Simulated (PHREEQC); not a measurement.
1 kg of water holding 69 mmol/kgw Na2CO3 meets 20 L of dry gas (O2 1 by moles) at fixed total pressure, at 50 °C; fugacities by Peng-Robinson. The gases take part in no redox reaction, some water evaporates into the gas, and hydrates or a liquid gas phase aren't modelled. No solid was allowed to form.

Model: ion-association model, phreeqc.dat, run in PHREEQC.

```csv
P (atm),dissolved O2 (mol/kgw),φ of O2
2,0.00170,0.999
5,0.00439,0.997
10,0.00881,0.994
20,0.0174,0.987
30,0.0257,0.981
40,0.0337,0.976
50,0.0414,0.970
75,0.0596,0.958
100,0.0762,0.947
150,0.106,0.929
200,0.131,0.917
300,0.173,0.905
400,0.206,0.909
```

Away from 25 °C the constants follow the database's enthalpies or fits; those with neither stay at their 25 °C values.
